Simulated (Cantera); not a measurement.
A jet of H2 : O2 : N2 = 0.027 : 0.088 : 0.79 (molar parts) at 300 K and 0.375 atm hits a platinum plate 6.5 cm away at a mass flux of 0.037 kg/m²/s; the plate temperature is set and raised in steps from an oxygen-covered start.

Detailed kinetics in Cantera: Deutschmann's 1995 Pt surface mechanism with GRI-Mech 3.0 gas chemistry. Catalytic surfaces can have several steady states; this one follows from the mechanism file's or the stated starting coverage.

One state of this run: wall x H2 = 0.000973; wall x O2 = 0.0664; wall x H2O = 0.0554; wall x OH = <1e-8; θ free Pt = 0.0315; θ O* = 0.964; θ OH* = 0.00496. x: mole fraction at the wall; θ: surface coverage.

Q: Which value of plate T (K) does it belong to?
A. 600
B. 750
C. 850
D. 700

A: D, 700
